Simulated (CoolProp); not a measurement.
Vapour pressure (MPa) of C3F8 (R218): the reference equation beside estimates from Tc = 345.0 K, pc = 2.640 MPa, ω = 0.317. Clausius-Clapeyron is anchored at 269.6 K with a constant enthalpy of vaporisation of 17.20 kJ/mol.

The numbers come from the reference Helmholtz-energy equation of state, Lemmon 2006 in CoolProp. It is a short technical equation, of lower accuracy than the large ones.

```csv
T (K),reference,Lee-Kesler,Clausius-Clapeyron,van der Waals,Redlich-Kwong,Soave-Redlich-Kwong,Peng-Robinson
255.1,0.2201,0.2209,0.2384,0.6957,0.3604,0.2209,0.2191
262.3,0.2867,0.2881,0.2978,0.7962,0.4467,0.2884,0.2854
269.6,0.3687,0.3707,0.3687,0.9070,0.5480,0.3718,0.3674
276.9,0.4673,0.4700,0.4514,1.027,0.6642,0.4723,0.4662
284.2,0.5844,0.5877,0.5469,1.157,0.7964,0.5919,0.5840
291.5,0.7221,0.7260,0.6563,1.297,0.9455,0.7329,0.7230
298.8,0.8827,0.8872,0.7806,1.446,1.112,0.8975,0.8857
306.1,1.069,1.074,0.9208,1.606,1.298,1.088,1.074
313.4,1.283,1.289,1.078,1.777,1.504,1.307,1.292
320.7,1.528,1.535,1.253,1.958,1.729,1.556,1.541
```

Absolute difference from the reference over all 10 rows, mean and median: Lee-Kesler 0.5 and 0.5 %, Clausius-Clapeyron 9.1 and 8.7 %, van der Waals 101.8 and 88.8 %, Redlich-Kwong 35.5 and 33.6 %, Soave-Redlich-Kwong 1.3 and 1.4 %, Peng-Robinson 0.4 and 0.4 %.
